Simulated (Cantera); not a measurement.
A perfectly stirred reactor is fed with 1.92 % CH4, 96.2 % H2, 1.92 % H, at 0.0148 atm; it is held at 2350 K, and followed from long to short residence time.

Computed with Cantera and GRI-Mech 3.0 (53 species, 325 reactions). GRI-Mech 3.0 stops at C3 and has no aromatics, soot or wall deposition, so with more carbon than oxygen in the feed, carbon stays in small species such as C2H2 where larger ones or solid carbon would form. Radical loss at walls, strong at low pressure, is not modelled.

x: mole fraction; the columns are a selection and need not sum to one.

```
τ (s)      x CH4   x H2     x H     x CH3    x C2H
-------  -------  -----  ------  --------  -------
3.0      2.47e-5  0.905  0.0856   4.31e-5  4.35e-5
0.68           …  0.927       …         …        …
0.15           …  0.948       …         …        …
0.035    0.00164  0.959  0.0303  0.000961  1.30e-5
0.0078   0.00472  0.964  0.0234   0.00211  7.39e-6
0.0018   0.00961  0.965  0.0191   0.00348  2.90e-6
0.00039   0.0135  0.965  0.0165   0.00410  5.87e-7
```

Question: Some entries are withheld; supply them.

Answer: 
- 0.68, x CH4: 9.71e-5
- 0.68, x H: 0.0640
- 0.68, x CH3: 0.000124
- 0.68, x C2H: 3.19e-5
- 0.15, x CH4: 0.000465
- 0.15, x H: 0.0420
- 0.15, x CH3: 0.000380
- 0.15, x C2H: 2.00e-5
